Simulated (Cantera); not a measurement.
Charge: 1 mol borazine, 0.34 mol O₂, 6.9 mol H₂, equilibrated at 2373 K and 0.133 bar.

These are equilibrium values from Cantera (NASA tables, ideal gas, pure condensed phases), not measurements of a reactor. Candidate condensed phases: B, BN, B₂O₃, B₃O₃H₃, H₂O; 39 gas species. The feed counts by its element totals alone. Mutual solubility and eutectic melting of coexisting phases are not modelled. The tables' values for BH₂ are old estimates; treat these amounts as uncertain. Gases not in the tables: B₂H₆ and higher boranes. Rates play no part.

Base state: H₂ 0.807, N₂ 0.101, HBO 0.0358, H 0.0344, BO 0.0162, B₂O₂ 0.00271, BH₂ 0.00222, B₂O 0.000507 (mole fractions); condensed: B(l) + BN(s).

What changes in the equilibrium state with this change: temperature from 2373 K to 2123 K?


```json
[
 {"species": "H₂", "before": "0.807", "after": "0.901"},
 {"species": "HBO", "before": "0.0358", "after": "0.0456"},
 {"species": "N₂", "before": "0.101", "after": "0.0318"},
 {"species": "H", "before": "0.0344", "after": "0.00933"},
 {"species": "BO", "before": "0.0162", "after": "0.00612"},
 {"species": "BN", "before": "1.00e-5", "after": "1.43e-7"},
 {"species": "B", "before": "0.000180", "after": "2.72e-6"},
 {"species": "BH", "before": "4.25e-5", "after": "1.41e-6"},
 {"species": "B(l), mol", "before": "1.65", "after": "0"},
 {"species": "BN(s), mol", "before": "0.640", "after": "2.32"}
]
```
